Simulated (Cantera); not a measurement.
An adiabatic, constant-volume homogeneous reactor starts with CH₄ : C₂H₆ : O₂ : N₂ : CO₂ = 1 : 0.032 : 4.31 : 16.2 : 1 (molar parts), at 1375 K and 9000 Torr. Integrator tolerance rtol = 1e-08.

Computed with Cantera and GRI-Mech 3.0 (53 species, 325 reactions). The pressure lies above the range GRI-Mech 3.0 was tuned for (to about 10 atm).

What does this change do: pressure from 9000 Torr to 17300 Torr?


```csv
quantity,before,after
time of steepest temperature rise,0.256 ms,0.151 ms
temperature at 4.00 s,2486 K,2496 K
equilibrium temperature,2486 K,2496 K
x(CH₄) at 4.00 s,<1e-12 (gas-phase equilibrium <1e-12),<1e-12 (gas-phase equilibrium <1e-12)
x(C₂H₆) at 4.00 s,<1e-12 (gas-phase equilibrium <1e-12),<1e-12 (gas-phase equilibrium <1e-12)
x(O₂) at 4.00 s,0.0897 (gas-phase equilibrium 0.0897),0.0896 (gas-phase equilibrium 0.0896)
x(H₂) at 4.00 s,0.000360 (gas-phase equilibrium 0.000360),0.000273 (gas-phase equilibrium 0.000273)
x(OH) at 4.00 s,0.00493 (gas-phase equilibrium 0.00493),0.00432 (gas-phase equilibrium 0.00432)
x(C₂H₂) at 4.00 s,<1e-12 (gas-phase equilibrium <1e-12),<1e-12 (gas-phase equilibrium <1e-12)
x(CH₃) at 4.00 s,<1e-12 (gas-phase equilibrium <1e-12),<1e-12 (gas-phase equilibrium <1e-12)
```

What does this change do: initial temperature 1375 to 1075 K?


```json
[
 {"quantity": "time of steepest temperature rise", "before": "0.256 ms", "after": "9.32 ms"},
 {"quantity": "temperature at 4.00 s", "before": "2486 K", "after": "2264 K"},
 {"quantity": "equilibrium temperature", "before": "2486 K", "after": "2264 K"},
 {"quantity": "x(CH₄) at 4.00 s", "before": "<1e-12 (gas-phase equilibrium <1e-12)", "after": "<1e-12 (gas-phase equilibrium <1e-12)"},
 {"quantity": "x(C₂H₆) at 4.00 s", "before": "<1e-12 (gas-phase equilibrium <1e-12)", "after": "<1e-12 (gas-phase equilibrium <1e-12)"},
 {"quantity": "x(O₂) at 4.00 s", "before": "0.0897 (gas-phase equilibrium 0.0897)", "after": "0.0923 (gas-phase equilibrium 0.0923)"},
 {"quantity": "x(H₂) at 4.00 s", "before": "0.000360 (gas-phase equilibrium 0.000360)", "after": "0.000101 (gas-phase equilibrium 0.000101)"},
 {"quantity": "x(OH) at 4.00 s", "before": "0.00493 (gas-phase equilibrium 0.00493)", "after": "0.00223 (gas-phase equilibrium 0.00223)"},
 {"quantity": "x(C₂H₂) at 4.00 s", "before": "<1e-12 (gas-phase equilibrium <1e-12)", "after": "<1e-12 (gas-phase equilibrium <1e-12)"},
 {"quantity": "x(CH₃) at 4.00 s", "before": "<1e-12 (gas-phase equilibrium <1e-12)", "after": "<1e-12 (gas-phase equilibrium <1e-12)"}
]
```
